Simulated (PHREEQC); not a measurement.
A PHREEQC speciation (ion-association model, phreeqc.dat) at 20 °C gives pH 2.84 and these molalities:

```json
[
 {"species": "H+", "mol/kgw": "0.00151"},
 {"species": "H2PO4-", "mol/kgw": "0.00151"},
 {"species": "H3PO4", "mol/kgw": "0.000291"}
]
```

What are the element totals, and what could have been dissolved in 1 kg of water to give them?

One answer among several that fit: totals P 0.00180 mol/kgw, from 0.0018 mol H3PO4 per kg of water.

Precipitation was switched off in this run. Species that the database lacks are ignored.
